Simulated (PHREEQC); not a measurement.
# Alkaline etch or developer (model solution)

Consider water at 20 °C with 12 mmol/kgw NaOH. Closed to the air; pH follows from the charge balance.

Computed with PHREEQC (ion-association model, phreeqc.dat).

Each row changes one thing in this solution. No solid was allowed to form.

```csv
case,pH,ionic strength (mol/kgw)
as made,12.20,0.0120
NaOH from 0.012 to 0.0108 mol/kgw,12.15,0.0108
0.0048 mol/kgw CO2 added,11.53,0.0157
temperature from 20 to 85 °C,10.52,0.0120
temperature from 20 to 75 °C,10.71,0.0120
NaOH replaced by NaHSO4 at the same molality,2.12,(withheld)
NaOH from 0.012 to 0.006 mol/kgw,11.91,(withheld)
NaOH from 0.012 to 0.12 mol/kgw,13.12,0.120
diluted 5-fold with water,(withheld),0.00240
```

**Question.** What belongs in the gaps?

**Answer.** 
- NaOH replaced by NaHSO4 at the same molality, ionic strength (mol/kgw): 0.0286
- NaOH from 0.012 to 0.006 mol/kgw, ionic strength (mol/kgw): 0.00600
- diluted 5-fold with water, pH: 11.52

At this temperature some constants are extrapolated from 25 °C, and those without enthalpy data are left unchanged.
